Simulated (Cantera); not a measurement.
A Cantera script and its output.

```python
import numpy as np
import cantera as ct

gas = ct.Solution("gri30.yaml")
gas.TPX = 1173, 570000, {'CO': 0.02, 'O2': 0.033, 'H2O': 0.011, 'N2': 1}
inlet = ct.Reservoir(gas, clone=True)

reactor = ct.IdealGasConstPressureReactor(gas, energy="off", clone=False)
exhaust = ct.Reservoir(gas, clone=True)
tau = [0.69, 0.38, 0.21, 0.12, 0.066, 0.037, 0.021, 0.011, 0.0064, 0.0036][0]
for a, b in ((inlet, reactor), (reactor, exhaust)):
    ct.MassFlowController(a, b, mdot=lambda t: reactor.mass / tau)
net = ct.ReactorNet([reactor])
show = ['CO', 'O2', 'H2O', 'H2', 'HO2']

rows = []
print(f"{'tau/s':>10s}{'T/K':>9s}" + "".join(f"{s:>11s}" for s in show))
for tau in [0.69, 0.38, 0.21, 0.12, 0.066, 0.037, 0.021, 0.011, 0.0064, 0.0036]:
    net.initial_time = 0.0
    net.advance(30 * tau)
    before = gas.X
    net.advance(40 * tau)
    drift = np.max(np.abs(gas.X - before) / (gas.X + 1e-9))
    rows.append([gas.T, *gas[show].X, drift])
    print(f"{tau:10.3e}{gas.T:9.1f}" + "".join(f"{x:11.3e}" for x in gas[show].X))
```

Result:

```
     tau/s      T/K         CO         O2        H2O         H2        HO2
 6.900e-01   1173.0  1.328e-03  2.247e-02  1.042e-02  4.063e-06  3.643e-06
 3.800e-01   1173.0  1.996e-03  2.280e-02  1.042e-02  6.348e-06  4.722e-06
 2.100e-01   1173.0  2.967e-03  2.327e-02  1.041e-02  9.717e-06  5.982e-06
 1.200e-01   1173.0  4.249e-03  2.390e-02  1.039e-02  1.409e-05  7.313e-06
 6.600e-02   1173.0  6.073e-03  2.479e-02  1.038e-02  1.995e-05  8.822e-06
 3.700e-02   1173.0  8.256e-03  2.586e-02  1.036e-02  2.614e-05  1.026e-05
 2.100e-02   1173.0  1.063e-02  2.702e-02  1.034e-02  3.148e-05  1.152e-05
 1.100e-02   1173.0  1.325e-02  2.830e-02  1.032e-02  3.479e-05  1.262e-05
 6.400e-03   1173.0  1.509e-02  2.921e-02  1.031e-02  3.403e-05  1.317e-05
 3.600e-03   1173.0  1.656e-02  2.992e-02  1.031e-02  2.946e-05  1.335e-05
```

Computed with Cantera and GRI-Mech 3.0 (53 species, 325 reactions).
